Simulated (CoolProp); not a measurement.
A Linde-Hampson liquefier for dry air: isothermal reversible compression at 290 K from 1 atm to 15 MPa, throttling to 1 atm, return gas leaving the recuperator 5 K below the feed. Each further row changes one setting.

Computed with CoolProp (reference Helmholtz-energy equation of state, Lemmon 2000). It is a pseudo-pure fit of the blend.

```json
[
 {"case": "as stated", "liquid yield per pass": "___", "compression work (kJ/kg of gas)": "413"},
 {"case": "high pressure 30 MPa", "liquid yield per pass": "___", "compression work (kJ/kg of gas)": "___"},
 {"case": "warm-end temperature 320 K", "liquid yield per pass": "___", "compression work (kJ/kg of gas)": "___"},
 {"case": "warm-end gap 10 K", "liquid yield per pass": "___", "compression work (kJ/kg of gas)": "413"}
]
```

### Question
Some entries are withheld; supply them.

### Answer

- as stated, liquid yield per pass: 0.062
- high pressure 30 MPa, liquid yield per pass: 0.098
- high pressure 30 MPa, compression work (kJ/kg of gas): 473
- warm-end temperature 320 K, liquid yield per pass: 0.043
- warm-end temperature 320 K, compression work (kJ/kg of gas): 459
- warm-end gap 10 K, liquid yield per pass: 0.050
